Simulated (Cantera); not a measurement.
Feed: 1 mol Cu2O, 96 mol H2, 78 mol N2, at 1750 K and 0.100 bar.

Equilibrium computed with Cantera from the NASA thermochemical tables; the gas is ideal and each condensed phase is pure. Candidate condensed phases: Cu, CuO, Cu(OH)2, Cu2O, H2O; 27 gas species. Equilibrium is a limit: real reactors are often held back by kinetics, nucleation or transport.

Base state: H2 0.544, N2 0.447, H2O 0.00573, Cu 0.00299, H 0.000542 (mole fractions); condensed: Cu(l).

**Question.** What changes in the equilibrium state with this change: pressure from 0.100 bar to 29.0 mbar?

**Answer.** 
```json
[
 {"species": "H2", "before": "0.544", "after": "0.540"},
 {"species": "N2", "before": "0.447", "after": "0.443"},
 {"species": "Cu", "before": "0.00299", "after": "0.0103"},
 {"species": "Cu2", "before": "4.58e-6", "after": "1.58e-5"},
 {"species": "H", "before": "0.000542", "after": "0.00100"},
 {"species": "H2O", "before": "0.00573", "after": "0.00568"},
 {"species": "Cu(l), mol", "before": "1.48", "after": "0.183"}
]
```
